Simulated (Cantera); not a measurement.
An isothermal, constant-pressure homogeneous reactor starts with 76.3 % NO, 23.7 % N₂, at 1875 K and 0.987 atm.

Model: GRI-Mech 3.0 (53 species, 325 reactions), integrated in Cantera.

Question: Predict: x(NO) at 9.00 s; x(NO₂) at 9.00 s; x(O) at 9.00 s; x(N₂) at 9.00 s; x(O₂) at 9.00 s; x(N₂O) at 9.00 s.

Answer: 
- x(NO) at 9.00 s: 0.0475 (gas-phase equilibrium 0.00632)
- x(NO₂) at 9.00 s: 0.000134 (gas-phase equilibrium 1.83e-5)
- x(O) at 9.00 s: 0.000145 (gas-phase equilibrium 0.000149)
- x(N₂) at 9.00 s: 0.594 (gas-phase equilibrium 0.615)
- x(O₂) at 9.00 s: 0.358 (gas-phase equilibrium 0.378)
- x(N₂O) at 9.00 s: 1.19e-6 (gas-phase equilibrium 3.18e-7)
